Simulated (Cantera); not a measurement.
Input (Python, Cantera):

```python
import numpy as np
import cantera as ct

gas = ct.Solution("gri30.yaml")


def delay(T, t_max=10):
    gas.TPX = T, 101325, {'CH4': 0.7, 'O2': 2.5, 'N2': 7.5}
    reactor = ct.IdealGasConstPressureReactor(gas, clone=False)
    net = ct.ReactorNet([reactor])
    net.rtol, net.atol = 1e-8, 1e-16
    while net.time < t_max:
        t_old, T_old = net.time, reactor.T
        net.step()
        if reactor.T > T + 400:  # ignition: a rise of 400 K
            return t_old + (T + 400 - T_old) / (reactor.T - T_old) * (net.time - t_old)
    return np.nan


taus = []
for T in [1175, 1275, 1375, 1475, 1575, 1675, 1775, 1875, 1975]:
    taus.append(delay(T))
    print(f"T0 = {T:6g} K   tau = {taus[-1]:.4e} s")
```

It prints:

```
T0 =   1175 K   tau = 3.9439e-02 s
T0 =   1275 K   tau = 9.8305e-03 s
T0 =   1375 K   tau = 2.8956e-03 s
T0 =   1475 K   tau = 1.0174e-03 s
T0 =   1575 K   tau = 4.2480e-04 s
T0 =   1675 K   tau = 2.0425e-04 s
T0 =   1775 K   tau = 1.0899e-04 s
T0 =   1875 K   tau = 6.2906e-05 s
T0 =   1975 K   tau = 3.8607e-05 s
```

Detailed kinetics in Cantera: GRI-Mech 3.0 (53 species, 325 reactions).
